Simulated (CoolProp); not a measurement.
Vapour-liquid equilibrium of n-hexane (1) + dimethyl carbonate (2) at 737 kPa; x and y are mole fractions of (1).

Computed with CoolProp (multi-fluid Helmholtz-energy mixture model, Thol 2019 and Zhou 2011; pair parameters Bell 2016).

### Question
Give the bubble temperature and the first vapour's composition at x = 0.2, 0.35, 0.8. Is there an azeotrope?

### Answer
x = 0.2: 424.8 K, y = 0.383; x = 0.35: 420.2 K, y = 0.500; x = 0.8: 417.4 K, y = 0.768. y crosses x between x = 0.65 and 0.8: the model has an azeotrope there.

The pair parameters rest on a limited set of measurements; away from them the model extrapolates.
